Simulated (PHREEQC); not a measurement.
Consider water at 25 °C with 10 mmol/kgw HF, 10 mmol/kgw NH4F and 1.3 mmol/kgw (NH4)2SiF6. Closed to the air; pH follows from the charge balance.

All values are PHREEQC results (ion-association model, phreeqc.dat), not measurements.

Question: The ionic strength comes out as 0.0146 mol/kgw. What activity coefficients do NH4+, H+, F-, SiF6-2, HF2- get?

Answer: NH4+ 0.88, H+ 0.90, F- 0.88, SiF6-2 0.62, HF2- 0.89.

This is a speciation only: nothing precipitates in the calculation. SiF6-2 is the database's only silicon fluoride.
